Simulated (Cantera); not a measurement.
A closed system holds: 1 mol CCl₄, at 133 Pa.

Method: chemical equilibrium by Gibbs-energy minimisation in Cantera with the NASA 1993 tables (ideal gas, pure condensed phases). Candidate condensed phases: C; 14 gas species. Equilibrium is a limit: real reactors are often held back by kinetics, nucleation or transport. All values below are at 2100 K.

Base state: Cl 0.999, Cl₂ 0.00118 (mole fractions); condensed: C(graphite).

Task: What changes in the equilibrium state with this change: CCl₄ replaced by C₂F₆?

Result: 
```json
[
 {"species": "CF₂", "before": "0", "after": "0.374"},
 {"species": "CF₄", "before": "0", "after": "0.311"},
 {"species": "F", "before": "0", "after": "0.300"},
 {"species": "Cl", "before": "0.999", "after": "0"},
 {"species": "CF₃", "before": "0", "after": "0.0120"},
 {"species": "CF", "before": "0", "after": "0.00222"},
 {"species": "Cl₂", "before": "0.00118", "after": "0"},
 {"species": "C(graphite), mol", "before": "1.000", "after": "0.199"}
]
```
The feed counts by its element totals alone. Gases not in the tables: C₂F₆ and larger saturated fluorocarbons.
